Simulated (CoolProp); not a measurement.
n-perfluorohexane along the isotherm 315.2 K: fugacity coefficient from the reference equation and from simpler models built on Tc = 448.0 K, pc = 1.742 MPa, ω = 0.497; each cubic takes its own stable root.

The numbers come from the reference Helmholtz-energy equation of state, Gao 2022 in CoolProp.

```tsv
p (MPa)	phase	reference	van der Waals	Redlich-Kwong	Soave-Redlich-Kwong
0.116	liquid	0.4903	0.9551	0.9399	0.4917
0.174	liquid	0.3284	0.9327	0.8395	0.3295
0.232	liquid	0.2474	0.9102	0.6333	(withheld)
0.29	liquid	0.1988	0.8876	0.5095	0.1998
0.348	liquid	0.1665	0.8649	0.4271	(withheld)
0.406	liquid	0.1433	0.7648	0.3681	0.1443
0.464	liquid	0.1260	0.6748	0.3240	0.1269
0.522	liquid	(withheld)	0.6048	0.2896	0.1134
0.581	liquid	0.1016	0.5480	0.2617	(withheld)
0.639	liquid	0.09277	0.5024	0.2393	0.09363
0.697	liquid	0.08545	0.4644	(withheld)	0.08629
0.755	liquid	0.07924	0.4323	(withheld)	0.08009
0.813	liquid	0.07393	(withheld)	0.1914	0.07477
0.871	liquid	0.06932	0.3809	0.1796	0.07016
```

Question: Some entries are withheld; supply them.

Answer: 
- 0.232, Soave-Redlich-Kwong: 0.2485
- 0.348, Soave-Redlich-Kwong: 0.1674
- 0.522, reference: 0.1125
- 0.581, Soave-Redlich-Kwong: 0.1024
- 0.697, Redlich-Kwong: 0.2207
- 0.755, Redlich-Kwong: 0.2049
- 0.813, van der Waals: 0.4048

At some of these states van der Waals, Redlich-Kwong gives the other phase, because its saturation line lies elsewhere.
